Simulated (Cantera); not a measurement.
What does this Cantera script print?

```python
import numpy as np
import cantera as ct

gas_names = """
    H HO2 H2 H2O H2O2 Mg MgH MgO MgOH MgO2H2 Mg2 O OH O2 O3 Si SiH SiH2 SiH3 SiH4 SiO SiO2 Si2 Si3
""".split()
cond_names = """
    H2O(s) H2O(L) Mg(cr) Mg(L) MgO(s) MgO(L) MgO2H2(s) MgSiO3(I) MgSiO3(II) MgSiO3(III) MgSiO3(L)
    Mg2SiO4(s) Mg2SiO4(L) Si(cr) Si(L) SiO2(Lqz) SiO2(hqz) SiO2(L)
""".split()


# ... load() reads the species with a 1 bar reference pressure and builds the phases ...
atoms = {
    'SiO2': {'Si': 1, 'O': 2},
    'MgO': {'Mg': 1, 'O': 1},
    'H2O': {'H': 2, 'O': 1},
}
top_T = {}  # K; cautious upper limits of use, not melting points


# ... equilibrate(T, P, feed) seeds the gas with the atoms and calls Mixture.equilibrate('TP', solver="vcs", rtol=1e-11, max_steps=5000) ...
results = []
feed = {'SiO2': 1, 'MgO': 1.5, 'H2O': 3.5}  # mol
T = 1875  # K
P = 1000  # Pa
mix = equilibrate(T, P, feed)
results.append((T, P, feed, dict(zip(mix.species_names, mix.species_moles))))
x = sorted(zip(gas.X, gas.species_names), reverse=True)
print(f"T = {T:g} K  P = {P:g} Pa  gas = {mix.phase_moles(0):.4g} mol")
print("   x: " + "  ".join(f"{s} {v:.3e}" for v, s in x if v > 1e-05))
print("   condensed (mol): " + ("  ".join(f"{mix.phase(i).name} {mix.phase_moles(i):.4g}"
      for i in range(1, mix.n_phases) if mix.phase_moles(i) > 1e-12) or "none"))
```

Output:

```
T = 1875 K  P = 1000 Pa  gas = 3.53 mol
   x: H2O 9.755e-01  H2 1.351e-02  O2 5.788e-03  OH 4.289e-03  H 7.619e-04  O 1.830e-04  SiO 1.116e-05
   condensed (mol): MgSiO3(L) 0.4999  Mg2SiO4(s) 0.5
```

Method: chemical equilibrium by Gibbs-energy minimisation in Cantera with the NASA 1993 tables (ideal gas, pure condensed phases). Mutual solubility and eutectic melting of coexisting phases are not modelled. Condensed phases not in the tables: alloys, solid solutions and most ternary compounds.
